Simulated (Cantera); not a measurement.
A jet of 4.40 % H2, 6.43 % O2, 89.2 % N2 at 300 K and 0.0830 bar hits a platinum plate 2.3 cm away at a mass flux of 0.054 kg/m²/s; the plate temperature is set and raised in steps from an oxygen-covered start.

Detailed kinetics in Cantera: Deutschmann's 1995 Pt surface mechanism with GRI-Mech 3.0 gas chemistry. Catalytic surfaces can have several steady states; this one follows from the mechanism file's or the stated starting coverage.

x: mole fraction at the wall; θ: surface coverage.

| plate T (K) | wall x H2 | wall x O2 | wall x H2O | wall x OH | θ free Pt | θ O* | θ OH* |
|---|---|---|---|---|---|---|---|
| 700 | 0.00217 | 0.0203 | 0.0793 | <1e-8 | 0.194 | 0.800 | (withheld) |
| 750 | 0.00214 | 0.0203 | 0.0789 | <1e-8 | 0.206 | 0.790 | (withheld) |
| 800 | 0.00200 | 0.0203 | 0.0788 | <1e-8 | 0.229 | 0.767 | (withheld) |
| 850 | 0.00177 | 0.0201 | 0.0790 | 1.37e-8 | 0.271 | 0.726 | (withheld) |
| 900 | 0.00152 | 0.0199 | 0.0792 | 4.49e-8 | 0.328 | 0.670 | (withheld) |

Question: Complete the blanks.

Answer: 
- 700, θ OH*: 0.00628
- 750, θ OH*: 0.00467
- 800, θ OH*: 0.00365
- 850, θ OH*: 0.00300
- 900, θ OH*: 0.00253
